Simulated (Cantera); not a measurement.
**CuO + CO + H2 (carbothermic reduction)**

A closed system holds: 1 mol CuO, a varied amount of CO, 0.3 mol H2, held at 10.0 mbar.

Method: chemical equilibrium by Gibbs-energy minimisation in Cantera with the NASA 1993 tables (ideal gas, pure condensed phases). Candidate condensed phases: C, C6H6, C7H8, C8H18, Cu, CuO, Cu(OH)2, Cu2O, H2O; 113 gas species. Kinetics and transport are ignored.

Stable condensed phases:

```
T in °C \ n(CO) in mol
         0.82  2.4  3.9  5.5    7  8.5   10   12   13   15   16   18
   2252     A    A    A    A    A    A    A    A    A    A    A    A
   2177     A    A    A    A    A    A    A    A    A    A    A    A
   2102     A    A    A    A    A    A    A    A    A    A    A    A
   2027     A    A    A    A    A    A    A    A    A    A    A    A
   1952     A    A    A    A    A    A    A    A    A    A    A    A
   1877     A    A    A    A    A    A    A    A    A    A    A    A
   1802     A    A    A    A    A    A    A    A    A    A    A    A
   1727     B    A    A    A    A    A    A    A    A    A    A    A
   1652     B    B    A    A    A    A    A    A    A    A    A    A
```

A: gas only; B: Cu.
